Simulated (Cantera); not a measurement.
Cantera run, input and output.

```python
import numpy as np
import cantera as ct

gas = ct.Solution("gri30.yaml")
gas.TPX = 400, 330000, {'CH4': 1, 'O2': 1.67, 'N2': 6.27, 'CO2': 0.33}
inlet = ct.Reservoir(gas, clone=True)
gas.equilibrate("HP")  # start burning
reactor = ct.IdealGasConstPressureReactor(gas, energy="on", clone=False)
exhaust = ct.Reservoir(gas, clone=True)
tau = [0.34, 0.095, 0.026, 0.0072, 0.002, 0.00054, 0.00015, 4.1e-05, 1.1e-05][0]
for a, b in ((inlet, reactor), (reactor, exhaust)):
    ct.MassFlowController(a, b, mdot=lambda t: reactor.mass / tau)
net = ct.ReactorNet([reactor])
show = ['CH4', 'O2', 'CO2', 'NO', 'CH2O', 'C2H2']

rows = []
print(f"{'tau/s':>10s}{'T/K':>9s}" + "".join(f"{s:>11s}" for s in show))
for tau in [0.34, 0.095, 0.026, 0.0072, 0.002, 0.00054, 0.00015, 4.1e-05, 1.1e-05]:
    net.initial_time = 0.0
    net.advance(30 * tau)
    before = gas.X
    net.advance(40 * tau)
    drift = np.max(np.abs(gas.X - before) / (gas.X + 1e-9))
    rows.append([gas.T, *gas[show].X, drift])
    print(f"{tau:10.3e}{gas.T:9.1f}" + "".join(f"{x:11.3e}" for x in gas[show].X))
```

Output:

```
     tau/s      T/K        CH4         O2        CO2         NO       CH2O       C2H2
 3.400e-01   2126.9  1.081e-05  4.842e-05  8.976e-02  1.255e-04  3.762e-07  4.559e-08
 9.500e-02   2124.1  2.226e-05  1.090e-04  8.966e-02  1.673e-04  9.910e-07  1.926e-07
 2.600e-02   2118.4  3.867e-05  2.581e-04  8.942e-02  2.158e-04  2.346e-06  5.328e-07
 7.200e-03   2107.7  6.417e-05  6.051e-04  8.891e-02  2.557e-04  5.125e-06  1.127e-06
 2.000e-03   2088.3  1.175e-04  1.393e-03  8.783e-02  2.700e-04  1.109e-05  2.344e-06
 5.400e-04   2053.7  2.653e-04  3.206e-03  8.551e-02  2.393e-04  2.603e-05  6.155e-06
 1.500e-04   1990.2  8.698e-04  7.996e-03  7.989e-02  1.462e-04  7.666e-05  3.075e-05
 4.100e-05    400.0  1.079e-01  1.802e-01  3.560e-02 -6.058e-19 -5.879e-18 -1.620e-18
 1.100e-05    400.0  1.079e-01  1.802e-01  3.560e-02 -3.486e-22 -3.383e-21 -9.321e-22
```

Model: GRI-Mech 3.0 (53 species, 325 reactions), integrated in Cantera.
